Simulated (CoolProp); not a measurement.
Values from CoolProp's reference Helmholtz-energy equation of state, Lemmon 2003. It is a pseudo-pure fit of the blend.

Task: For R410A, give the phase and the Z, cp (kJ/(kg K)), cv (kJ/(kg K)), speed of sound (m/s) at 500 K and 1.84 MPa; 500 K and 6.43 MPa; 500 K and 7.35 MPa.

Result: 
- 500 K and 1.84 MPa: gas; Z 0.966, cp 1.13, cv 0.993, speed of sound 247
- 500 K and 6.43 MPa: supercritical; Z 0.889, cp 1.25, cv 1.02, speed of sound 237
- 500 K and 7.35 MPa: supercritical; Z 0.876, cp 1.28, cv 1.03, speed of sound 236
